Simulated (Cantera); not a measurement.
Charge: 1 mol Si₂H₆, 0.35 mol Cl₂, 11 mol N₂, 1.4 mol HCl, equilibrated at 575 °C and 100000 Pa.

These are equilibrium values from Cantera (NASA tables, ideal gas, pure condensed phases), not measurements of a reactor. Candidate condensed phases: NH₄Cl, Si, Si₃N₄; 28 gas species. The feed counts by its element totals alone. N₂ is the only nitrogen source here; it is nearly inert below about 1500 K, so the nitride shown seldom forms there in practice. The numbers say what is thermodynamically allowed, not how fast it happens.

Base state: N₂ 0.675, H₂ 0.194, HCl 0.125, SiCl₄ 0.00524, NH₃ 0.000133, SiHCl₃ 1.33e-5 (mole fractions); condensed: Si₃N₄(s).

Task: What changes in the equilibrium state with this change: HCl from 1.4 to 0.51 mol?

Result: 
```
species          before     after
-------------  --------  --------
N₂                0.675     0.716
H₂                0.194     0.198
HCl               0.125    0.0853
SiCl₄           0.00524   0.00106
SiHCl₃          1.33e-5   3.98e-6
NH₃            0.000133  0.000141
Si₃N₄(s), mol     0.641     0.662
```
